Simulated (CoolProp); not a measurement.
n-perfluorohexane along the isotherm 99.05 °C: Z from the reference equation and from simpler models built on Tc = 174.9 °C, pc = 1742 kPa, ω = 0.497; each cubic takes its own stable root.

Model: reference Helmholtz-energy equation of state, Gao 2022, in CoolProp.

```tsv
p (kPa)	phase	reference	van der Waals	Redlich-Kwong	Soave-Redlich-Kwong	Peng-Robinson
1450	liquid	0.1097	0.1944	0.1399	0.1289	0.1139
2900	liquid	0.2169	0.3679	0.2687	0.2516	0.2228
4350	liquid	0.3221	0.5324	0.3910	0.3698	0.3281
5810	liquid	0.4264	0.6922	0.5095	0.4855	0.4314
7260	liquid	0.5286	0.8468	0.6238	0.5977	0.5318
8710	liquid	0.6295	0.9984	0.7354	0.7078	0.6304
10200	liquid	0.7321	1.151	0.8479	0.8190	0.7302
11600	liquid	0.8275	1.293	0.9518	0.9220	0.8226
13100	liquid	0.9289	1.444	1.062	1.031	0.9206
14500	liquid	1.023	1.582	1.163	1.132	1.011
16000	liquid	1.122	1.730	1.270	1.238	1.107
17400	liquid	1.215	1.866	1.369	1.337	1.196
```
